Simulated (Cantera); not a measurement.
**MgF₂ + HF + N₂ (halide evaporation, hydrolysis and transport)**

Input: 1 mol MgF₂, 0.16 mol HF, a varied amount of N₂, held at 0.370 Pa.

Method: chemical equilibrium by Gibbs-energy minimisation in Cantera with the NASA 1993 tables (ideal gas, pure condensed phases). Candidate condensed phases: Mg, MgF₂; 28 gas species. Rates play no part.

**Question.** Map the stable condensed phases over T = 700, 775, 850, 925, 1000, 1075, 1150, 1225, 1300, 1375, 1450, 1525 K and n(N₂) in mol = 0.14, 0.38, 1.1, 3, 8.3, 23, 65.

**Answer.** 
```
T in K \ n(N₂) in mol
         0.14 0.38  1.1    3  8.3   23   65
   1525     A    A    A    A    A    A    A
   1450     A    A    A    A    A    A    A
   1375     A    A    A    A    A    A    A
   1300     B    B    B    B    A    A    A
   1225     B    B    B    B    B    B    A
   1150     B    B    B    B    B    B    B
   1075     B    B    B    B    B    B    B
   1000     B    B    B    B    B    B    B
    925     B    B    B    B    B    B    B
    850     B    B    B    B    B    B    B
    775     B    B    B    B    B    B    B
    700     B    B    B    B    B    B    B
```
A: gas only; B: MgF₂.
